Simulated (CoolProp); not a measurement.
Vapour-liquid equilibrium of ethylene (1) + ethane (2) at 0.394 MPa; x and y are mole fractions of (1).

Model: multi-fluid Helmholtz-energy mixture model, Smukala 2000 and Bücker 2006; pair parameters Bell 2016, in CoolProp.

```
x     bubble temperature (K)  y at the bubble point  dew temperature at overall composition x (K)  liquid density (mol/L)
----  ----------------------  ---------------------  --------------------------------------------  ----------------------
0.05                   212.6                  0.099                                         213.4                   16.90
0.15                   210.0                  0.264                                         211.8                   17.11
0.25                   207.8                  0.397                                         210.2                   17.31
0.35                   205.9                  0.510                                         208.6                   17.51
0.45                   204.2                  0.608                                         206.9                   17.70
0.55                   202.6                  0.695                                         205.2                   17.90
0.65                   201.1                  0.774                                         203.4                   18.09
0.75                   199.8                  0.847                                         201.6                   18.29
0.85                   198.4                  0.913                                         199.7                   18.48
0.95                   197.1                  0.973                                         197.6                   18.68
```

No azeotrope shows between x = 0.05 and 0.95.

The pair parameters rest on a limited set of measurements; away from them the model extrapolates.
